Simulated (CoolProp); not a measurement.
A simple Rankine cycle with isobutene: condensing at 299.15 K, boiler at 2 MPa, turbine inlet 379.8 K, turbine efficiency 0.7, pump efficiency 0.8, no recuperator. Each further row changes one setting.

Model: reference Helmholtz-energy equation of state, Lemmon 2005, in CoolProp. It is a short technical equation, of lower accuracy than the large ones.

```json
[
 {"case": "as stated", "thermal efficiency (%)": "11.3", "net work (kJ/kg)": "50.5", "heat in (kJ/kg)": "448", "turbine exit temperature (K)": "321.4", "volume ratio over the turbine": "7.36"},
 {"case": "turbine inlet 399.8 K", "thermal efficiency (%)": "11.4", "net work (kJ/kg)": "56.9", "heat in (kJ/kg)": "499", "turbine exit temperature (K)": "346.2", "volume ratio over the turbine": "6.91"},
 {"case": "condensing temperature 291.15 K", "thermal efficiency (%)": "12.4", "net work (kJ/kg)": "57.6", "heat in (kJ/kg)": "467", "turbine exit temperature (K)": "315.8", "volume ratio over the turbine": "9.39"},
 {"case": "boiler pressure 1.4 MPa", "thermal efficiency (%)": "9.7", "net work (kJ/kg)": "45.8", "heat in (kJ/kg)": "474", "turbine exit temperature (K)": "338.4", "volume ratio over the turbine": "4.66"},
 {"case": "turbine efficiency 0.6", "thermal efficiency (%)": "9.5", "net work (kJ/kg)": "42.8", "heat in (kJ/kg)": "448", "turbine exit temperature (K)": "325.8", "volume ratio over the turbine": "7.48"}
]
```
